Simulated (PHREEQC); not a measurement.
0.064 g of hydrous ferric oxide (600 m²/g; 0.2 weak and 0.005 strong sites per Fe, Dzombak-Morel constants, diffuse double layer) in 1 kg of water with 0.001 mol/kgw of an inert sodium salt and 1.4e-06 mol NaF and 0.00024 mol H3BO3, at 25 °C; the pH is set by adding NaOH or the inert anion's acid. O2 is buffered at 0.21 atm. CO2 from the air is kept out. Precipitation was switched off in this run.

Model: ion-association model, wateq4f.dat, run in PHREEQC.

| pH | F sorbed (%) | B sorbed (%) | surface charge σ (C/m²) | surface potential ψ (mV) |
|---|---|---|---|---|
| 3 | 93.6 | 0.0 | 0.251 | 233 |
| 3.67 | 94.8 | 0.0 | 0.151 | ___ |
| 4.33 | 90.5 | 0.0 | 0.089 | 197 |
| 5 | 76.8 | 0.0 | 0.050 | 169 |
| 5.67 | ___ | 0.0 | 0.026 | 136 |
| 6.33 | 19.4 | 0.0 | 0.013 | 101 |
| 7 | 5.3 | 0.0 | ___ | 64 |
| 7.67 | 1.2 | 0.0 | 0.002 | 25 |
| 8.33 | 0.3 | 0.0 | ___ | -13 |
| 9 | 0.1 | 0.0 | -0.005 | -51 |
| 9.67 | 0.0 | 0.0 | -0.011 | -89 |
| 10.33 | 0.0 | 0.0 | -0.025 | -124 |
| 11 | 0.0 | 0.0 | -0.057 | -154 |

Task: Fill in the missing entries.

Result: 
- 3.67, surface potential ψ (mV): 220
- 5.67, F sorbed (%): 48.5
- 7, surface charge σ (C/m²): 0.006
- 8.33, surface charge σ (C/m²): -0.001

Real BF4- forms and hydrolyses slowly; the run takes it at equilibrium. The oxide is taken as insoluble; below pH 4 it would dissolve.
